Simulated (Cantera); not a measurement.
Source: NASA polynomial tables (part measured, part estimated), evaluated in Cantera. Values are per mole of reaction as written; species without (g) are pure solids or liquids, kept so even where they would boil at 1 bar.

Task: Between 300 and 925 K, where is each reaction favourable under standard conditions?
- 2 H(g) + Ba(OH)₂ ⇌ 2 H₂O(g) + Ba
- O(g) + Ba(OH)₂ ⇌ BaO + H₂O₂(g)

Result: 
- 2 H(g) + Ba(OH)₂ ⇌ 2 H₂O(g) + Ba: ΔG° is -4 kJ at 300 K and -39 kJ at 925 K; it stays negative (K > 1). ΔH° is -28 kJ and ΔS° 12 J/K at 925 K.
- O(g) + Ba(OH)₂ ⇌ BaO + H₂O₂(g): ΔG° is 1 kJ at 300 K and -1 kJ at 925 K; it changes sign between 300 and 475 K. ΔH° is -30 kJ and ΔS° -32 J/K at 925 K.
